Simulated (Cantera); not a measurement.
Cantera run:

```python
import numpy as np
import cantera as ct

gas_names = """
    B BH BH2 BH3 BN B2 H H2 N NH NH2 NH3 N2 N2H2 N2H4
""".split()
cond_names = """
    B(b) B(L) BN(s)
""".split()


# ... load() reads the species with a 1 bar reference pressure and builds the phases ...
atoms = {
    'borazine': {'B': 3, 'N': 3, 'H': 6},
    'NH3': {'N': 1, 'H': 3},
    'H2': {'H': 2},
}
top_T = {'BN(s)': 3200}  # K; cautious upper limits of use, not melting points


# ... equilibrate(T, P, feed) seeds the gas with the atoms and calls Mixture.equilibrate('TP', solver="vcs", rtol=1e-11, max_steps=5000) ...
results = []
feed = {'borazine': 1, 'NH3': 0.95, 'H2': 1.2}  # mol
P = 4700  # Pa
for T in [1173, 1273, 1373, 1473, 1573, 1673, 1773, 1873, 1973, 2073, 2173, 2273]:
    mix = equilibrate(T, P, feed)
    results.append((T, P, feed, dict(zip(mix.species_names, mix.species_moles))))
    x = sorted(zip(gas.X, gas.species_names), reverse=True)
    print(f"T = {T:g} K  P = {P:g} Pa  gas = {mix.phase_moles(0):.4g} mol")
    print("   x: " + "  ".join(f"{s} {v:.3e}" for v, s in x if v > 0.001))
    print("   condensed (mol): " + ("  ".join(f"{mix.phase(i).name} {mix.phase_moles(i):.4g}"
          for i in range(1, mix.n_phases) if mix.phase_moles(i) > 1e-12) or "none"))
```

It prints:

```
T = 1173 K  P = 4700 Pa  gas = 6.1 mol
   x: H2 9.221e-01  N2 7.787e-02
   condensed (mol): BN(s) 3
T = 1273 K  P = 4700 Pa  gas = 6.1 mol
   x: H2 9.221e-01  N2 7.787e-02
   condensed (mol): BN(s) 3
T = 1373 K  P = 4700 Pa  gas = 6.1 mol
   x: H2 9.221e-01  N2 7.787e-02
   condensed (mol): BN(s) 3
T = 1473 K  P = 4700 Pa  gas = 6.1 mol
   x: H2 9.221e-01  N2 7.787e-02
   condensed (mol): BN(s) 3
T = 1573 K  P = 4700 Pa  gas = 6.101 mol
   x: H2 9.220e-01  N2 7.786e-02
   condensed (mol): BN(s) 3
T = 1673 K  P = 4700 Pa  gas = 6.102 mol
   x: H2 9.216e-01  N2 7.785e-02
   condensed (mol): BN(s) 3
T = 1773 K  P = 4700 Pa  gas = 6.104 mol
   x: H2 9.209e-01  N2 7.782e-02  H 1.259e-03
   condensed (mol): BN(s) 3
T = 1873 K  P = 4700 Pa  gas = 6.109 mol
   x: H2 9.194e-01  N2 7.776e-02  H 2.855e-03
   condensed (mol): BN(s) 3
T = 1973 K  P = 4700 Pa  gas = 6.118 mol
   x: H2 9.163e-01  N2 7.766e-02  H 5.958e-03
   condensed (mol): BN(s) 3
T = 2073 K  P = 4700 Pa  gas = 6.136 mol
   x: H2 9.107e-01  N2 7.751e-02  H 1.158e-02
   condensed (mol): BN(s) 2.999
T = 2173 K  P = 4700 Pa  gas = 6.167 mol
   x: H2 9.009e-01  N2 7.735e-02  H 2.113e-02
   condensed (mol): BN(s) 2.996
T = 2273 K  P = 4700 Pa  gas = 6.308 mol
   x: H2 8.720e-01  N2 9.000e-02  H 3.618e-02  BH2 1.612e-03
   condensed (mol): B(b) 0.1741  BN(s) 2.814
```

These are equilibrium values from Cantera (NASA tables, ideal gas, pure condensed phases), not measurements of a reactor. The feed counts by its element totals alone. Mutual solubility and eutectic melting of coexisting phases are not modelled. The tables' values for BH2 are old estimates; treat these amounts as uncertain. Gases not in the tables: B2H6 and higher boranes.
